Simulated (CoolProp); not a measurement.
Hydrogen chloride at 408.91 K and 0.122 MPa is throttled through a valve to 0.0689 MPa with no heat exchange. Each further row changes one setting.

Computed with CoolProp (reference Helmholtz-energy equation of state, Thol 2018).

```
case                        temperature change (K)  final density (kg/m³)
--------------------------  ----------------------  ---------------------
as stated                                     -0.4                  0.741
outlet pressure 0.0207 MPa                    -0.8                  0.223
outlet pressure 0.0896 MPa                    -0.3                  0.963
```
